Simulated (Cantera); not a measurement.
A closed system holds: 1 mol CH₃SiCl₃, 0.93 mol C₂H₂, 20 mol H₂, at 998 K and 0.00810 bar.

These are equilibrium values from Cantera (NASA tables, ideal gas, pure condensed phases), not measurements of a reactor. Candidate condensed phases: C, C₆H₆, C₇H₈, C₈H₁₈, Si, SiC; 109 gas species. The feed counts by its element totals alone. The tables' values for SiCl₃ are old estimates; treat these amounts as uncertain. The numbers say what is thermodynamically allowed, not how fast it happens.

Base state: H₂ 0.883, HCl 0.112, SiCl₄ 0.00318, CH₄ 0.000617, SiHCl₃ 0.000173, SiCl₃ 3.47e-5 (mole fractions); condensed: C(graphite) + SiC(s).

Q: What changes in the equilibrium state with this change: CH₃SiCl₃ replaced by SiH₂Cl₂?

A: 
```csv
species,before,after
H₂,0.883,0.915
HCl,0.112,0.0835
SiCl₄,0.00318,0.000901
SiCl₃,3.47e-5,1.35e-5
SiHCl₃,0.000173,6.84e-5
CH₄,0.000617,0.000661
"C(graphite), mol",1.93,0.867
"SiC(s), mol",0.919,0.977
```
